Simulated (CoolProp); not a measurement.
Saturation properties of ammonia.

The numbers come from the reference Helmholtz-energy equation of state, Gao 2020 in CoolProp.

```json
[
 {"T (°C)": "-18.35", "p (MPa)": "0.2044", "liquid density (kg/m³)": "662.9", "vapour density (kg/m³)": "1.717", "enthalpy of vaporisation (kJ/kg)": "1324", "liquid viscosity (µPa s)": "210", "vapour viscosity (µPa s)": "8.50"},
 {"T (°C)": "-10.35", "p (MPa)": "0.2865", "liquid density (kg/m³)": "652.5", "vapour density (kg/m³)": "2.359", "enthalpy of vaporisation (kJ/kg)": "1297", "liquid viscosity (µPa s)": "191", "vapour viscosity (µPa s)": "8.74"},
 {"T (°C)": "-2.45", "p (MPa)": "0.3913", "liquid density (kg/m³)": "642.0", "vapour density (kg/m³)": "3.166", "enthalpy of vaporisation (kJ/kg)": "1270", "liquid viscosity (µPa s)": "175", "vapour viscosity (µPa s)": "8.98"},
 {"T (°C)": "5.55", "p (MPa)": "0.5258", "liquid density (kg/m³)": "631.0", "vapour density (kg/m³)": "4.191", "enthalpy of vaporisation (kJ/kg)": "1242", "liquid viscosity (µPa s)": "160", "vapour viscosity (µPa s)": "9.23"},
 {"T (°C)": "13.55", "p (MPa)": "0.6938", "liquid density (kg/m³)": "619.7", "vapour density (kg/m³)": "5.463", "enthalpy of vaporisation (kJ/kg)": "1212", "liquid viscosity (µPa s)": "148", "vapour viscosity (µPa s)": "9.47"},
 {"T (°C)": "21.55", "p (MPa)": "0.9003", "liquid density (kg/m³)": "608.1", "vapour density (kg/m³)": "7.026", "enthalpy of vaporisation (kJ/kg)": "1180", "liquid viscosity (µPa s)": "136", "vapour viscosity (µPa s)": "9.73"},
 {"T (°C)": "29.55", "p (MPa)": "1.151", "liquid density (kg/m³)": "596.1", "vapour density (kg/m³)": "8.928", "enthalpy of vaporisation (kJ/kg)": "1147", "liquid viscosity (µPa s)": "126", "vapour viscosity (µPa s)": "9.98"},
 {"T (°C)": "37.55", "p (MPa)": "1.452", "liquid density (kg/m³)": "583.5", "vapour density (kg/m³)": "11.23", "enthalpy of vaporisation (kJ/kg)": "1111", "liquid viscosity (µPa s)": "117", "vapour viscosity (µPa s)": "10.2"},
 {"T (°C)": "45.45", "p (MPa)": "1.803", "liquid density (kg/m³)": "570.7", "vapour density (kg/m³)": "13.96", "enthalpy of vaporisation (kJ/kg)": "1074", "liquid viscosity (µPa s)": "108", "vapour viscosity (µPa s)": "10.5"},
 {"T (°C)": "53.45", "p (MPa)": "2.221", "liquid density (kg/m³)": "557.0", "vapour density (kg/m³)": "17.28", "enthalpy of vaporisation (kJ/kg)": "1033", "liquid viscosity (µPa s)": "101", "vapour viscosity (µPa s)": "10.8"},
 {"T (°C)": "61.45", "p (MPa)": "2.708", "liquid density (kg/m³)": "542.7", "vapour density (kg/m³)": "21.26", "enthalpy of vaporisation (kJ/kg)": "989.7", "liquid viscosity (µPa s)": "93.2", "vapour viscosity (µPa s)": "11.1"},
 {"T (°C)": "69.45", "p (MPa)": "3.271", "liquid density (kg/m³)": "527.4", "vapour density (kg/m³)": "26.04", "enthalpy of vaporisation (kJ/kg)": "942.7", "liquid viscosity (µPa s)": "86.4", "vapour viscosity (µPa s)": "11.4"},
 {"T (°C)": "77.45", "p (MPa)": "3.917", "liquid density (kg/m³)": "511.2", "vapour density (kg/m³)": "31.81", "enthalpy of vaporisation (kJ/kg)": "891.5", "liquid viscosity (µPa s)": "80.0", "vapour viscosity (µPa s)": "11.8"},
 {"T (°C)": "85.45", "p (MPa)": "4.654", "liquid density (kg/m³)": "493.6", "vapour density (kg/m³)": "38.82", "enthalpy of vaporisation (kJ/kg)": "835.3", "liquid viscosity (µPa s)": "73.9", "vapour viscosity (µPa s)": "12.3"},
 {"T (°C)": "93.35", "p (MPa)": "5.479", "liquid density (kg/m³)": "474.5", "vapour density (kg/m³)": "47.32", "enthalpy of vaporisation (kJ/kg)": "773.7", "liquid viscosity (µPa s)": "68.1", "vapour viscosity (µPa s)": "12.8"}
]
```

It boils at -33.3 °C under 1 atm.

Viscosity comes from a separate model (Fenghour 1995).
